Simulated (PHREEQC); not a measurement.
PHREEQC input (ion-association model, wateq4f.dat):

```
SOLUTION_MASTER_SPECIES
  An  An-  0  An  62.0  # stands for a non-complexing anion
SOLUTION_SPECIES
  An- = An-
    -log_k 0
    -gamma 3.0 0
PHASES
  Fix_H+
    H+ = H+
    -log_k 0
SOLUTION 1
  temp 25
  units mmol/kgw
  pH 7 charge
  Na 5
  An 5
END
SELECTED_OUTPUT 1
  -reset false
  -pH true
  -pe true
  -ionic_strength true
  -water true
  -totals Na
  -molalities Hfo_wOH Hfo_wOH2+ Hfo_wO- Hfo_sOH Hfo_sOH2+ Hfo_sO-
USER_PUNCH 1
  -headings sigma psi
  10 PUNCH EDL("sigma", "Hfo"), EDL("psi", "Hfo")
PRINT
  -reset false
USE solution 1
SURFACE 1
  Hfo_wOH 0.000382022 600 0.17
  Hfo_sOH 9.55056e-06
EQUILIBRIUM_PHASES 1
  Fix_H+ -3 HAn 10
    -force_equality true
  O2(g) -0.68 10
END
# ... the last block is repeated for the other 16 points of pH, with NaOH or the acid as the point needs
```

Selected output (columns that matter, 17 of 17 rows; pH added in front):

```
pH	mu	Na	m_Hfo_wOH	m_Hfo_wOH2+	m_Hfo_wO-	m_Hfo_sOH	m_Hfo_sOH2+	m_Hfo_sO-	sigma	psi
3	0.0062383	0.005	6.873e-05	0.00031295	3.458e-07	1.7183e-06	7.8237e-06	8.645e-09	0.30312	0.21484
3.38	0.0055842	0.005	0.00011382	0.00026709	1.1111e-06	2.8455e-06	6.6773e-06	2.7778e-08	0.25791	0.20939
3.75	0.005303	0.005	0.00015792	0.00022152	2.5792e-06	3.9481e-06	5.538e-06	6.4481e-08	0.2123	0.20072
4.12	0.005171	0.005	0.00019713	0.00017995	4.9471e-06	4.9282e-06	4.4987e-06	1.2368e-07	0.16969	0.18987
4.5	0.0051033	0.005	0.00022974	0.00014387	8.4045e-06	5.7436e-06	3.5968e-06	2.1011e-07	0.13136	0.17707
4.88	0.0050666	0.005	0.00025401	0.00011518	1.2834e-05	6.3503e-06	2.8794e-06	3.2084e-07	0.099238	0.16289
5.25	0.005045	0.005	0.00027029	9.3911e-05	1.7821e-05	6.7572e-06	2.3478e-06	4.4553e-07	0.073782	0.14784
5.62	0.0050309	0.005	0.00028068	7.8287e-05	2.3053e-05	7.017e-06	1.9572e-06	5.7634e-07	0.053558	0.13159
6	0.0050209	0.005	0.00028692	6.6913e-05	2.8186e-05	7.1731e-06	1.6728e-06	7.0464e-07	0.037552	0.11371
6.38	0.005014	0.005	0.00029027	5.9071e-05	3.2677e-05	7.2569e-06	1.4768e-06	8.1692e-07	0.025594	0.094734
6.75	0.0050092	0.005	0.00029192	5.3838e-05	3.6261e-05	7.2981e-06	1.346e-06	9.0653e-07	0.017044	0.075375
7.12	0.0050058	0.005	0.00029272	5.0207e-05	3.9096e-05	7.318e-06	1.2552e-06	9.774e-07	0.010774	0.055351
7.5	0.0050032	0.005	0.00029309	4.7541e-05	4.1393e-05	7.3272e-06	1.1885e-06	1.0348e-06	0.0059615	0.034306
7.88	0.0050011	0.005	0.00029323	4.5487e-05	4.3304e-05	7.3308e-06	1.1372e-06	1.0826e-06	0.0021172	0.012974
8.25	0.0050026	0.0050033	0.00029324	4.3729e-05	4.505e-05	7.3311e-06	1.0932e-06	1.1262e-06	-0.0012808	-0.0078996
8.62	0.0050071	0.0050097	0.00029314	4.1922e-05	4.6959e-05	7.3285e-06	1.048e-06	1.174e-06	-0.0048841	-0.028712
9	0.0050158	0.0050207	0.00029285	3.9748e-05	4.9428e-05	7.3212e-06	9.9369e-07	1.2357e-06	-0.0093863	-0.049849
```

The oxide is taken as insoluble; below pH 4 it would dissolve.
